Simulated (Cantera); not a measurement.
Cantera run:

```python
import numpy as np
import cantera as ct

gas_names = """
    Ca CaO CaOH CaO2H2 Ca2 H HO2 H2 H2O H2O2 O OH O2 O3
""".split()
cond_names = """
    Ca(a) Ca(b) Ca(L) CaO(s) CaO(L) CaO2H2(s) H2O(s) H2O(L)
""".split()


def load(file, names, dense=False):
    # The tables refer to 1 bar. Condensed volumes are neglected.
    table = {s.name: s for s in ct.Species.list_from_file(file)}
    out = []
    for n in names:
        d = dict(table[n].input_data)
        d["thermo"] = dict(d["thermo"], **{"reference-pressure": 1e5})
        if dense:
            d["equation-of-state"] = {"model": "constant-volume", "density": "1e6 g/cm^3"}
        out.append(ct.Species.from_dict(d))
    return out


gas = ct.Solution(thermo="ideal-gas", species=load("nasa_gas.yaml", gas_names))
cond = {s.name: ct.Solution(thermo="fixed-stoichiometry", species=[s], name=s.name)
        for s in load("nasa_condensed.yaml", cond_names, dense=True)}
atoms = {
    'Ca(OH)2': {'Ca': 1, 'O': 2, 'H': 2},
    'H2': {'H': 2},
}
top_T = {}  # K; cautious upper limits of use, not melting points


def equilibrate(T, P, feed):
    n = {}
    for name, mol in feed.items():
        for a, k in atoms[name].items():
            n[a] = n.get(a, 0.0) + k * mol
    gas.TPX = T, P, n
    mass = sum(n.values()) * gas.mean_molecular_weight
    gas.equilibrate("TP")
    valid = [c for c in cond.values() if c.min_temp <= T <= top_T.get(c.name, c.max_temp)]
    mix = ct.Mixture([(gas, mass / gas.mean_molecular_weight)] + [(c, 0.0) for c in valid])
    mix.T, mix.P = T, P
    mix.equilibrate("TP", solver="vcs", rtol=1e-11, max_steps=5000)
    return mix


results = []
feed = {'Ca(OH)2': 1, 'H2': 6.2}  # mol
T = 1023  # K
P = 39  # Pa
mix = equilibrate(T, P, feed)
results.append((T, P, feed, dict(zip(mix.species_names, mix.species_moles))))
x = sorted(zip(gas.X, gas.species_names), reverse=True)
print(f"T = {T:g} K  P = {P:g} Pa  gas = {mix.phase_moles(0):.4g} mol")
print("   x: " + "  ".join(f"{s} {v:.3e}" for v, s in x if v > 1e-05))
print("   condensed (mol): " + ("  ".join(f"{mix.phase(i).name} {mix.phase_moles(i):.4g}"
      for i in range(1, mix.n_phases) if mix.phase_moles(i) > 1e-12) or "none"))
```

Output:

```
T = 1023 K  P = 39 Pa  gas = 7.2 mol
   x: H2 8.611e-01  H2O 1.389e-01
   condensed (mol): CaO(s) 1
```

These are equilibrium values from Cantera (NASA tables, ideal gas, pure condensed phases), not measurements of a reactor.
